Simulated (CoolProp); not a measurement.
Cyclopentane along the isotherm 390.6 K: fugacity coefficient from the reference equation and from simpler models built on Tc = 511.7 K, pc = 4.583 MPa, ω = 0.202; each cubic takes its own stable root.

Model: reference Helmholtz-energy equation of state, Gedanitz 2015, in CoolProp.

```csv
p (MPa),phase,reference,van der Waals,Redlich-Kwong,Soave-Redlich-Kwong,Peng-Robinson
0.0725,gas,0.9868,0.9911,0.9885,0.9878,0.9870
0.117,gas,0.9787,0.9857,0.9815,0.9803,0.9791
0.189,gas,0.9656,0.9769,0.9701,0.9682,0.9662
0.306,gas,0.9444,0.9626,0.9517,0.9485,0.9455
0.494,gas,0.9102,0.9397,0.9222,0.9171,0.9123
0.798,liquid,0.6908,0.9025,0.8746,0.7043,0.6932
1.29,liquid,0.4345,0.8417,0.5517,0.4434,0.4355
2.08,liquid,0.2768,0.5802,0.3523,0.2829,0.2769
3.36,liquid,0.1789,0.3840,0.2286,0.1833,0.1784
5.43,liquid,0.1186,0.2642,0.1524,0.1220,0.1178
8.78,liquid,0.08195,0.1931,0.1062,0.08471,0.08071
14.2,liquid,0.06049,0.1553,0.07930,0.06297,0.05877
22.9,liquid,0.04962,0.1446,0.06596,0.05210,0.04710
```

At some of these states van der Waals, Redlich-Kwong gives the other phase, because its saturation line lies elsewhere.
